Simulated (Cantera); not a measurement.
Charge: 1 mol MgSO4, 0.45 mol H2, 0.46 mol CO2, at 1925 °C and 910000 Pa.

Equilibrium computed with Cantera from the NASA thermochemical tables; the gas is ideal and each condensed phase is pure. Kinetics and transport are ignored.

| species | before | after |
|---|---|---|
| SO2 | 0.455 | 0.519 |
| H2O | 0.204 | 0.233 |
| O2 | 0.125 | 0.142 |
| CO2 | 0.209 | 0.0986 |
| Mg(OH)2 | 3.38e-5 | 3.86e-5 |
| CO | 0.00117 | 0.000516 |
| SO3 | 0.00165 | 0.00200 |
| HO2 | 9.88e-6 | 1.16e-5 |
| OH | 0.00357 | 0.00394 |
| H2 | 0.000216 | 0.000231 |
| SO | 0.000325 | 0.000348 |
| MgO(s), mol | 1.000 | 1.000 |
Gas species are given as mole fractions.

### Question
Which change was made?
A. temperature from 1925 °C to 902 °C
B. temperature from 1925 °C to 1475 °C
C. temperature from 1925 °C to 1302 °C
D. CO2 from 0.46 to 0.19 mol

### Answer
D, CO2 from 0.46 to 0.19 mol
